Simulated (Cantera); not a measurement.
Input: 1 mol AlI₃, 0.96 mol H₂O, 6.9 mol N₂, held at 68.0 mbar.

Method: chemical equilibrium by Gibbs-energy minimisation in Cantera with the NASA 1993 tables (ideal gas, pure condensed phases). Candidate condensed phases: Al, AlI₃, AlN, Al₂O₃, H₂O, I₂; 41 gas species. Mutual solubility and eutectic melting of coexisting phases are not modelled. Kinetics and transport are ignored.

At 1550 K, list the 4 most abundant gas species with their mole fractions, and the condensed phases.

N₂ 0.653, I 0.222, H₂ 0.0718, HI 0.0414. Condensed: AlN(s) + Al₂O₃(s).
